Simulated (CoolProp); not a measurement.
Saturation properties of propylene glycol.

The numbers come from the reference Helmholtz-energy equation of state, Eisenbach 2021 in CoolProp.

```
T (K)  p (MPa)  liquid density (kg/m³)  vapour density (kg/m³)  liquid cp (kJ/(kg K))
-----  -------  ----------------------  ----------------------  ---------------------
460    0.09757                   893.5                   1.980                  3.368
467.3   0.1218                   886.1                   2.442                  3.408
474.6   0.1508                   878.4                   2.990                  3.447
481.9   0.1853                   870.7                   3.633                  3.487
489.3   0.2265                   862.6                   4.398                  3.528
496.6   0.2742                   854.5                   5.276                  3.569
503.9   0.3298                   846.1                   6.294                  3.611
511.2   0.3942                   837.6                   7.468                  3.654
518.6   0.4694                   828.7                   8.836                  3.698
525.9   0.5545                   819.7                   10.38                  3.744
533.2   0.6517                   810.4                   12.15                  3.790
540.5   0.7619                   800.8                   14.16                  3.839
547.8   0.8867                   790.9                   16.45                  3.890
```

It boils at 461.2 K under 1 atm.
